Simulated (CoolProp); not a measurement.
Cyclopropane at several states: fugacity coefficient from the reference equation and from simpler models built on Tc = 398.7 K, pc = 56.05 bar, ω = 0.131; each cubic takes its own stable root.

Values from CoolProp's reference Helmholtz-energy equation of state, Polt 1992. This equation is an older, rougher fit; its heat capacities, sound speeds and derivatives of the liquid may be far off and weren't checked against measurements.

```
T (K)  p (bar)   phase  reference
-----  -------  ------  ---------
421.3      3.3     gas     0.9829
421.7     23.5     gas     0.8815
416.6       52     gas     0.7334
282.2    0.676     gas     0.9871
294.3     10.4  liquid     0.5653
448       0.11     gas     0.9995
```

### Question
How far does each simpler model (Redlich-Kwong, Peng-Robinson) lie from the reference over these 6 states: mean and median of the absolute difference, and the worst?

### Answer
- Redlich-Kwong: mean 2.7 %, median 0.0 %, worst +15.8 % at 294.3 K and 10.4 bar
- Peng-Robinson: mean 0.7 %, median 0.2 %, worst -2.7 % at 416.6 K and 52 bar
